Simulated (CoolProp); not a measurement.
The fluid at 368.59 K and 0.229 MPa (gas) is heated at constant pressure to 418.8 K. The same conditions are run with several fluids, on thermodynamics alone (safety and materials aside).

The numbers come from the reference Helmholtz-energy equation of state of each fluid (carbon monoxide: Lemmon 2006; n-pentane: Thol 2019; the fluoroketone C6F12O (FK-5-1-12): McLinden 2015; R227EA: Lemmon 2016) in CoolProp.

```tsv
fluid	heat (kJ/kg)	final density (kg/m³)
carbon monoxide	___	___
n-pentane	107	___
the fluoroketone C6F12O (FK-5-1-12)	___	___
R227EA	___	___
```

**Question.** What belongs in the gaps?

**Answer.** 
- carbon monoxide, heat (kJ/kg): 52.7
- carbon monoxide, final density (kg/m³): 1.84
- n-pentane, final density (kg/m³): 4.92
- the fluoroketone C6F12O (FK-5-1-12), heat (kJ/kg): 48.8
- the fluoroketone C6F12O (FK-5-1-12), final density (kg/m³): 22.0
- R227EA, heat (kJ/kg): 47.7
- R227EA, final density (kg/m³): 11.4
